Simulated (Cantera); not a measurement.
Input (Python, Cantera):

```python
import numpy as np
import cantera as ct

gas = ct.Solution("gri30.yaml")
gas.TPX = 1698, 520000, {'CH3OH': 1, 'O2': 0.789, 'N2': 2.97, 'CO2': 0.31}
reactor = ct.IdealGasConstPressureReactor(gas, energy="on", clone=False)
net = ct.ReactorNet([reactor])
net.rtol, net.atol = 1e-08, 1e-16
show = ['CH3OH', 'O2', 'CO2', 'CH2', 'C2H6']
times = np.geomspace(6e-06, 4, 16)

steps = ct.SolutionArray(gas, extra=["t"])
rows = []
print(f"{'t/s':>10s}{'T/K':>9s}{'P/Pa':>11s}" + "".join(f"{s:>11s}" for s in show))
for t in times:
    while net.time < t:
        t_next = net.step()
        steps.append(gas.state, t=t_next)
    rows.append([np.interp(t, steps.t, y) for y in (steps.T, steps.P, *steps(*show).X.T)])
    print(f"{t:10.3e}{rows[-1][0]:9.1f}{rows[-1][1]:11.4g}" + "".join(f"{x:11.3e}" for x in rows[-1][2:]))
rate = np.gradient(steps.T, steps.t)
print("integrator steps:", len(steps.t))
if steps.T.max() > steps.T[0] + 200:
    print(f"time of steepest temperature rise: {steps.t[rate.argmax()]:.4e} s")
gas.TPX = 1698, 520000, {'CH3OH': 1, 'O2': 0.789, 'N2': 2.97, 'CO2': 0.31}
gas.equilibrate("HP")
print(f"equilibrium (HP): T = {gas.T:.1f} K  " + "  ".join(f"{s} {gas[s].X[0]:.3e}" for s in show))
```

It prints:

```
       t/s      T/K       P/Pa      CH3OH         O2        CO2        CH2       C2H6
 6.000e-06   1757.4    5.2e+05  1.514e-01  1.326e-01  5.955e-02  3.255e-06  1.989e-06
 1.467e-05   2533.3    5.2e+05  2.335e-13  2.918e-03  6.003e-02  1.829e-12  2.028e-23
 3.587e-05   2698.6    5.2e+05  2.526e-13  7.393e-04  6.136e-02  3.062e-12  4.250e-23
 8.769e-05   2727.9    5.2e+05  2.705e-13  4.438e-04  6.159e-02  3.502e-12  7.375e-23
 2.144e-04   2728.1    5.2e+05  2.722e-13  4.310e-04  6.155e-02  3.518e-12  7.631e-23
 5.241e-04   2726.5    5.2e+05  2.742e-13  4.233e-04  6.146e-02  3.519e-12  7.815e-23
 1.281e-03   2724.3    5.2e+05  2.770e-13  4.129e-04  6.133e-02  3.522e-12  8.083e-23
 3.133e-03   2723.3    5.2e+05  2.782e-13  4.085e-04  6.128e-02  3.524e-12  8.204e-23
 7.660e-03   2723.3    5.2e+05  2.782e-13  4.083e-04  6.127e-02  3.525e-12  8.209e-23
 1.873e-02   2723.3    5.2e+05  2.782e-13  4.083e-04  6.127e-02  3.525e-12  8.209e-23
 4.579e-02   2723.3    5.2e+05  2.782e-13  4.083e-04  6.127e-02  3.525e-12  8.209e-23
 1.119e-01   2723.3    5.2e+05  2.782e-13  4.083e-04  6.127e-02  3.525e-12  8.209e-23
 2.737e-01   2723.3    5.2e+05  2.782e-13  4.083e-04  6.127e-02  3.525e-12  8.209e-23
 6.692e-01   2723.3    5.2e+05  2.782e-13  4.083e-04  6.127e-02  3.525e-12  8.209e-23
 1.636e+00   2723.3    5.2e+05  2.782e-13  4.083e-04  6.127e-02  3.525e-12  8.209e-23
 4.000e+00   2723.3    5.2e+05  2.782e-13  4.083e-04  6.127e-02  3.525e-12  8.209e-23
integrator steps: 1699
time of steepest temperature rise: 8.7594e-06 s
equilibrium (HP): T = 2723.3 K  CH3OH 2.866e-13  O2 4.083e-04  CO2 6.127e-02  CH2 3.798e-12  C2H6 1.033e-22
```

Detailed kinetics in Cantera: GRI-Mech 3.0 (53 species, 325 reactions). GRI-Mech 3.0 was tuned for natural gas; its chemistry of methanol as a main component is partial and can be far from experiment.
